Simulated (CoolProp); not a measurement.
Vapour-liquid equilibrium of acetone (1) + n-heptane (2) at 84.3 kPa; x and y are mole fractions of (1).

The numbers come from the multi-fluid Helmholtz-energy mixture model, Lemmon 2006 and Span 2003; pair parameters Bell 2016 in CoolProp.

### Question
Give the bubble temperature and the first vapour's composition at x = 0.2, 0.5, 0.65. Is there an azeotrope?

### Answer
x = 0.2: 61.2 °C, y = 0.697; x = 0.5: 53.1 °C, y = 0.811; x = 0.65: 52.0 °C, y = 0.834. y crosses x between x = 0.8 and 0.95: the model has an azeotrope there.

The pair parameters rest on a limited set of measurements; away from them the model extrapolates. With so large a gap from Raoult's law the liquid may split in two, which this calculation doesn't test in full.
